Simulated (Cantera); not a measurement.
Input: 1 mol SiH2Cl2, 0.18 mol Cl2, 15 mol N2, equilibrated at 13.3 mbar.

Method: chemical equilibrium by Gibbs-energy minimisation in Cantera with the NASA 1993 tables (ideal gas, pure condensed phases). Candidate condensed phases: NH4Cl, Si, Si3N4; 28 gas species. N2 is the only nitrogen source here; it is nearly inert below about 1500 K, so the nitride shown seldom forms there in practice. Equilibrium is a limit: real reactors are often held back by kinetics, nucleation or transport.

Over these rows the condensed part is Si3N4(s). Partial pressures as log10 of bar:

| T (K) | 1000/T (1/K) | log p SiCl2 | log p N2 | log p HCl | log p H2 | log p SiCl4 |
|---|---|---|---|---|---|---|
| 1073 | 0.9320 | -6.93 | -1.93 | -2.93 | -3.66 | -3.74 |
| 1123 | 0.8905 | -6.32 | -1.93 | -2.92 | -3.68 | -3.75 |
| 1173 | 0.8525 | -5.78 | -1.93 | -2.92 | -3.69 | -3.77 |
| 1223 | 0.8177 | -5.28 | -1.93 | -2.91 | -3.70 | -3.79 |
| 1273 | 0.7855 | -4.83 | -1.93 | -2.91 | -3.71 | -3.83 |
| 1323 | 0.7559 | ? | -1.93 | -2.91 | -3.71 | -3.89 |

### Question
Fit log p(SiCl2) = a + b·(1000/T) to the five rows, give the apparent enthalpy, and predict the row at 1323 K.

### Answer
Means: 1000/T = 0.8556, log p = -5.828. Sxy = -0.192241, Sxx = 0.0134150, so b = -14.33 and a = -5.828 − (-14.33)×0.8556 = 6.43.
Apparent enthalpy: −19.145 × (-14.33) = 274 kJ/mol. With the condensed phases at unit activity, 1/6 Si3N4(s) + 1/2 SiCl4(g) = SiCl2(g) + 1/3 N2(g) links this pressure to the main gases: over the six rows their terms move log p by -0.07 in all, so the slope is close to that reaction's ΔH°. The five rows lie within 0.01 of the line.
Prediction at 1323 K: 6.43 + (-14.33)×0.7559 = -4.40. The computed value is -4.43, 0.03 from the line.
